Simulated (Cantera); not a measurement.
An isothermal, constant-pressure homogeneous reactor starts with 23.1 % H₂, 76.9 % O₂, at 1175 K and 2.55 Torr.

Cantera simulation using the H2/O2 subset of GRI-Mech 3.0, which has no nitrogen chemistry; the numbers are that mechanism's predictions, not measurements. Radical loss at walls, strong at low pressure, is not modelled. The temperature is held fixed by assumption; the heat of reaction is taken as removed at once.

x: mole fraction; the columns are a selection and need not sum to one.

| t (s) | x H₂ | x O₂ | x H₂O | x H | x O | x HO₂ |
|---|---|---|---|---|---|---|
| 0.000100 | 0.231 | 0.769 | 2.18e-10 | 2.35e-9 | 4.35e-10 | 2.56e-9 |
| 0.000280 | 0.231 | 0.769 | ___ | ___ | ___ | ___ |
| 0.000786 | 0.231 | 0.769 | 7.08e-8 | 5.96e-8 | 3.14e-8 | 2.02e-8 |
| 0.00220 | 0.231 | 0.769 | ___ | ___ | ___ | ___ |
| 0.00618 | 0.0270 | 0.657 | 0.153 | 0.0902 | 0.0606 | 2.32e-6 |
| 0.0173 | 0.0108 | 0.647 | 0.177 | 0.0810 | 0.0749 | 2.42e-6 |
| 0.0486 | 0.00948 | 0.664 | 0.194 | 0.0618 | 0.0618 | 2.58e-6 |
| 0.136 | 0.00598 | 0.698 | 0.226 | 0.0272 | 0.0352 | 2.80e-6 |
| 0.382 | 0.00153 | 0.729 | 0.254 | 0.00320 | 0.00840 | 2.33e-6 |
| 1.07 | 0.000172 | 0.738 | 0.260 | 0.000118 | 0.000932 | 8.70e-7 |
| 3.00 | 2.17e-5 | 0.739 | 0.261 | 5.33e-6 | 0.000118 | 1.85e-7 |

Q: What belongs in the gaps?

A: 
- 0.000280, x H₂O: 3.42e-9
- 0.000280, x H: 7.68e-9
- 0.000280, x O: 2.93e-9
- 0.000280, x HO₂: 7.19e-9
- 0.00220, x H₂O: 1.33e-5
- 0.00220, x H: 8.60e-6
- 0.00220, x O: 4.73e-6
- 0.00220, x HO₂: 6.49e-8
